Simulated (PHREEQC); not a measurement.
A solution holds 3.8 mol CaCl2 and 0.11 mol LiCl per kg of water, at 25 °C. Closed to the air; pH follows from the charge balance.

Equilibrium calculation in PHREEQC: Pitzer model, pitzer.dat.

No solid was allowed to form.

### Question
Predict the activity of water, osmotic coefficient, density.

### Answer
activity of water 0.643; osmotic coefficient 2.112; density 1.278 g/cm³.

Species that the database lacks are ignored.
